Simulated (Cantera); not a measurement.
**Moist CO burnout**

An isothermal, constant-pressure homogeneous reactor starts with 0.121 % CO, 1.68 % O2, 4.94 % H2O, 93.3 % N2, at 1475 K and 0.987 atm.

Detailed kinetics in Cantera: GRI-Mech 3.0 (53 species, 325 reactions).

```
t (s)         x CO    x O2   x H2O      x NO     x NO2
--------  --------  ------  ------  --------  --------
0.000800   0.00121  0.0168  0.0494    <1e-12    <1e-12
0.00246   0.000880  0.0166  0.0492  4.47e-10    <1e-12
0.00759    2.21e-5  0.0162  0.0493   2.57e-8  6.83e-11
0.0234     7.10e-7  0.0162  0.0494   3.28e-8  7.66e-11
0.0721     6.13e-8  0.0162  0.0494   3.52e-8  5.86e-11
0.222      3.27e-8  0.0162  0.0494   3.65e-8  5.84e-11
0.684      3.21e-8  0.0162  0.0494   3.91e-8  6.26e-11
2.11       3.21e-8  0.0162  0.0494   4.70e-8  7.52e-11
6.49       3.21e-8  0.0162  0.0494   7.13e-8  1.14e-10
20.0       3.21e-8  0.0162  0.0494   1.46e-7  2.34e-10
```
x: mole fraction; the columns are a selection and need not sum to one.

Equilibrium at this temperature and pressure: CO 3.22e-8, O2 0.0160, H2O 0.0494, NO 0.000326, NO2 5.20e-7 (gas phase only).
